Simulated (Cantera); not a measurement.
Feed: 1 mol Si, a varied amount of F₂, 5.4 mol N₂, held at 1375 K and 13.3 mbar.

These are equilibrium values from Cantera (NASA tables, ideal gas, pure condensed phases), not measurements of a reactor. Candidate condensed phases: Si, Si₃N₄; 16 gas species. N₂ is the only nitrogen source here; it is nearly inert below about 1500 K, so the nitride shown seldom forms there in practice. The tables' values for SiF₃, SiF₂ are old estimates; treat these amounts as uncertain. The numbers say what is thermodynamically allowed, not how fast it happens.

x: gas mole fraction; n: condensed amount in mol.

```csv
n(F₂) (mol),x N₂,x F,x SiF₄,x SiF₃,n Si₃N₄(s)
0.81,0.924,2.68e-12,0.0719,0.00371,0.197
1.1,0.902,2.85e-12,___,0.00454,___
1.5,0.873,3.02e-12,0.121,0.00552,0.0804
2.1,0.818,0.0303,0.152,<1e-12,0
3,___,___,___,<1e-12,0
4.1,0.510,0.395,0.0944,<1e-12,0
5.6,0.398,0.527,0.0737,<1e-12,0
```

Question: Fill in the missing entries.

Answer: 
- 3, x N₂: 0.643
- 3, x F: 0.237
- 3, x SiF₄: 0.119
- 1.1, x SiF₄: 0.0937
- 1.1, n Si₃N₄(s): 0.148
